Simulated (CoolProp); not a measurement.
The numbers come from the reference Helmholtz-energy equation of state, Span 1996 in CoolProp.

Q: Give the vapour pressure (kPa), vapour density (kg/m³), surface tension (mN/m), vapour viscosity (µPa s) of saturated carbon dioxide at -50.65, -45.05, -39.35 °C.

A: 
```
T (°C)  p (kPa)  vapour density (kg/m³)  surface tension (mN/m)  vapour viscosity (µPa s)
------  -------  ----------------------  ----------------------  ------------------------
-50.65      665                    17.5                    15.1                      11.2
-45.05      830                    21.7                    13.8                      11.5
-39.35     1030                    26.7                    12.5                      11.8
```

Viscosity comes from a separate model (Laesecke 2017). Surface tension comes from a separate correlation (Mulero 2012).
